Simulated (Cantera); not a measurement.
Charge: 1 mol CH3SiCl3, 1.7 mol H2, equilibrated at 725 °C.

Cantera equilibrium calculation (NASA polynomials, part measured and part estimated; ideal gas, pure solids and liquids). Candidate condensed phases: C, C6H6, C7H8, C8H18, Si, SiC; 109 gas species. The feed counts by its element totals alone. Rates play no part.

Task: What share of the Si ends up in condensed phases as a function of P (Pa), at 100, 240, 560, 1300, 3200, 7500, 18000, 42000, 100000?

Result: 
```json
[
 {"P (Pa)": "100", "Si condensed (%)": "62.2", "as": "SiC(s)"},
 {"P (Pa)": "240", "Si condensed (%)": "56.5", "as": "SiC(s)"},
 {"P (Pa)": "560", "Si condensed (%)": "51.5", "as": "SiC(s)"},
 {"P (Pa)": "1300", "Si condensed (%)": "47.1", "as": "SiC(s)"},
 {"P (Pa)": "3200", "Si condensed (%)": "43.0", "as": "SiC(s)"},
 {"P (Pa)": "7500", "Si condensed (%)": "39.6", "as": "SiC(s)"},
 {"P (Pa)": "18000", "Si condensed (%)": "36.6", "as": "SiC(s)"},
 {"P (Pa)": "42000", "Si condensed (%)": "34.1", "as": "SiC(s)"},
 {"P (Pa)": "100000", "Si condensed (%)": "31.7", "as": "SiC(s)"}
]
```
